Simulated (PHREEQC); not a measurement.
A solution holds 0.054 mol SrCl2, 5.7e-05 mol CO2 and 1.2e-06 mol H4SiO4 per kg of water, at 25 °C. Closed to the air; pH follows from the charge balance.

Equilibrium calculation in PHREEQC: ion-association model, wateq4f.dat.

### Question
The ionic strength comes out as 0.162 mol/kgw. What activity coefficients do Sr+2, H+, SrHCO3+, HCO3-, Cl- get?

### Answer
Sr+2 0.34, H+ 0.81, SrHCO3+ 0.76, HCO3- 0.76, Cl- 0.73.

This is a speciation only: nothing precipitates in the calculation.
